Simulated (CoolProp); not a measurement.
Vapour-liquid equilibrium of R125 (1) + R1234yf (2) at 0.245 MPa; x and y are mole fractions of (1).

Computed with CoolProp (multi-fluid Helmholtz-energy mixture model, Lemmon 2005 and Lemmon 2022; pair parameters Bell 2023).

Problem. Give the bubble temperature and the first vapour's composition at x = 0.35, 0.55, 0.85. Is there an azeotrope?

Solution. x = 0.35: -16.6 °C, y = 0.527; x = 0.55: -20.8 °C, y = 0.718; x = 0.85: -26.0 °C, y = 0.922. No azeotrope shows between x = 0.05 and 0.95.

The pair parameters rest on a limited set of measurements; away from them the model extrapolates.
